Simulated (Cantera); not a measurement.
**Catalytic combustion on Pt**

An isothermal plug-flow reactor at 450 K and 443 Torr (inlet), inlet velocity 1.5 m/s, active area per volume 260 1/m; feed H2 : O2 : N2 : H2O = 0.014 : 0.18 : 0.79 : 0.066 (molar parts), equivalence ratio 0.039.

Cantera simulation using Deutschmann's 1995 Pt surface mechanism with GRI-Mech 3.0 gas chemistry; the numbers are that mechanism's predictions, not measurements. Catalytic surfaces can have several steady states; this one follows from the mechanism file's or the stated starting coverage. Mass transfer to the wall is taken as infinitely fast.

```
z (m)       x H2   x O2   x H2O  θ free Pt   θ O*   θ OH*
-------  -------  -----  ------  ---------  -----  ------
0.00017   0.0123  0.171  0.0639     0.0988  0.755   0.143
0.00033   0.0115  0.171  0.0647     0.0925  0.765   0.140
0.00064   0.0102  0.170  0.0661     0.0824  0.781   0.134
0.0012   0.00850  0.169  0.0679     0.0687  0.804   0.126
0.0024   0.00622  0.168  0.0702     0.0505  0.837   0.111
0.0046   0.00416  0.168  0.0724     0.0340  0.871  0.0938
0.0089   0.00252  0.167  0.0741     0.0206  0.904  0.0751
0.017    0.00144  0.166  0.0752     0.0119  0.930  0.0580
```
x: gas mole fraction; θ: surface coverage.
